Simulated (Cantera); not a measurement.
# Catalytic stagnation flow on Pt

A jet of CH4 : O2 : N2 = 0.083 : 0.084 : 0.79 (molar parts) at 300 K and 0.0300 bar hits a platinum plate 8.9 cm away at a mass flux of 0.021 kg/m²/s; the plate temperature is set and raised in steps from an oxygen-covered start.

Detailed kinetics in Cantera: Deutschmann's 1995 Pt surface mechanism with GRI-Mech 3.0 gas chemistry. Catalytic surfaces can have several steady states; this one follows from the mechanism file's or the stated starting coverage.

```tsv
plate T (K)	wall x CH4	wall x O2	wall x H2O	wall x OH	wall x CO	wall x CO2	θ free Pt	θ H*	θ CO*	θ C*
900	0.0311	0.00970	0.0837	<1e-8	0.0577	4.18e-5	0.395	0.00129	0.0914	0.512
950	0.0207	0.00628	0.0794	<1e-8	0.0683	6.82e-5	0.517	0.00174	0.0744	0.407
1000	0.0105	0.00328	0.0746	<1e-8	0.0784	0.000263	0.750	0.00208	0.0792	0.169
1050	0.00749	0.00246	0.0726	<1e-8	0.0809	0.000838	0.894	0.00195	0.0552	0.0488
1100	0.00676	0.00229	0.0712	<1e-8	0.0808	0.00187	0.951	0.00170	0.0317	0.0158
1150	0.00658	0.00228	0.0697	1.08e-8	0.0796	0.00349	0.975	0.00147	0.0177	0.00581
1200	0.00658	0.00233	0.0678	3.02e-8	0.0776	0.00581	0.986	0.00128	0.0100	0.00236
```
x: mole fraction at the wall; θ: surface coverage.
